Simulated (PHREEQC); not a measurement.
Make-up at 35 °C: 0.12 mol/kgw AgNO3 and 0.0069 mol/kgw Mn(NO3)2. Closed to the air; pH follows from the charge balance.

The numbers come from PHREEQC with the ion-association model, wateq4f.dat.

The pH is 6.31 and the ionic strength is 0.136 mol/kgw.

```csv
species,molality,activity,log γ
NO3-,0.130,0.0938,-0.140
Ag+,0.116,0.0882,-0.119
Mn+2,0.00682,0.00246,-0.443
AgNO3,0.00411,0.00424,0.014
Mn(NO3)2,8.16e-5,8.42e-5,0.014
H+,6.04e-7,4.89e-7,-0.091
MnOH+,3.73e-7,2.83e-7,-0.119
AgOH,1.74e-7,1.80e-7,0.014
OH-,5.70e-8,4.18e-8,-0.134
```

No solid was allowed to form.
